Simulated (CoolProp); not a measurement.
The fluid at 472.64 K and 1.04 MPa flows at 0.14 m/s in a round tube of 6 mm bore and 0.25 µm roughness, fully developed (64/Re and Nu = 3.66 if laminar; Colebrook and Gnielinski if turbulent). The same conditions are run with several fluids, on thermodynamics alone (safety and materials aside).

The numbers come from the reference Helmholtz-energy equation of state of each fluid (oxygen: Schmidt 1985; R22: Kamei 1995; propane: Lemmon 2009; CF4 (R14): Platzer 1990) in CoolProp. The equations of Platzer and Polt are older, rougher fits.

Question: Rank oxygen, R22, propane, CF4 (R14) by Reynolds number, highest first.

Answer: R22 (921), propane (794), CF4 (R14) (774), oxygen (241)

| fluid | Darcy friction factor | pressure drop (Pa/m) | heat-transfer coefficient (W/(m² K)) | mass flow (kg/h) |
|---|---|---|---|---|
| oxygen | 0.265 | 3.66 | 24.1 | 0.120 |
| R22 | 0.0695 | 2.68 | 15.4 | 0.336 |
| propane | 0.0806 | 1.60 | 26.3 | 0.173 |
| CF4 (R14) | 0.0827 | 3.15 | 18.4 | 0.332 |

Above 300 K oxygen's equation is extrapolated.

Transport values come from each fluid's own correlations; those of R22, CF4 (R14) are estimates that may be off by 10 % or more.
